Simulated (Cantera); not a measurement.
## Silicon etching in halogen gases: Si + Cl₂ + H₂

Feed: 1 mol Si, 0.89 mol Cl₂, 1.2 mol H₂, equilibrated at 200 °C and 1.30 mbar.

Cantera equilibrium calculation (NASA polynomials, part measured and part estimated; ideal gas, pure solids and liquids). Candidate condensed phases: Si; 19 gas species. Kinetics and transport are ignored.

* **x(H₂)**: 0.722
* **x(SiCl₄)**: 0.254
* **x(SiHCl₃)**: 0.0241
* **x(SiH₂Cl₂)**: 6.93e-5
* **x(HCl)**: 4.54e-6
* **n(Si(s))**: 0.545 mol
* **gas amount**: 1.635 mol
